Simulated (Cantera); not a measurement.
A perfectly stirred reactor is fed with NO : N₂ = 1 : 0.11 (molar parts), at 36.8 Torr; it is held at 1775 K, and followed from long to short residence time.

Cantera simulation using GRI-Mech 3.0 (53 species, 325 reactions); the numbers are that mechanism's predictions, not measurements. Radical loss at walls, strong at low pressure, is not modelled.

**Question.** What does this change do: pressure from 36.8 Torr to 143 Torr?

**Answer.** 
| quantity | before | after |
|---|---|---|
| x(NO) at τ = 4.10 s | 0.837 | 0.722 |
| x(O₂) at τ = 4.10 s | 0.0317 | 0.0891 |
| x(O) at τ = 4.10 s | 9.85e-5 | 7.12e-5 |
| x(N₂) at τ = 4.10 s | 0.131 | 0.188 |
| x(NO₂) at τ = 4.10 s | 0.000189 | 0.000544 |
| x(NO) at τ = 36.0 ms | 0.900 | 0.899 |
| x(O₂) at τ = 36.0 ms | 0.000167 | 0.000850 |
| x(O) at τ = 36.0 ms | 4.34e-5 | 2.41e-5 |
| x(N₂) at τ = 36.0 ms | 0.0993 | 0.1000 |
| x(NO₂) at τ = 36.0 ms | 6.28e-5 | 0.000182 |

**Question.** What does this change do: NO 1 to 0.2 parts?

**Answer.** 
```csv
quantity,before,after
x(NO) at τ = 4.10 s,0.837,0.610
x(O₂) at τ = 4.10 s,0.0317,0.0172
x(O) at τ = 4.10 s,9.85e-5,7.52e-5
x(N₂) at τ = 4.10 s,0.131,0.372
x(NO₂) at τ = 4.10 s,0.000189,0.000106
x(NO) at τ = 36.0 ms,0.900,0.645
x(O₂) at τ = 36.0 ms,0.000167,7.92e-5
x(O) at τ = 36.0 ms,4.34e-5,3.33e-5
x(N₂) at τ = 36.0 ms,0.0993,0.355
x(NO₂) at τ = 36.0 ms,6.28e-5,3.71e-5
```
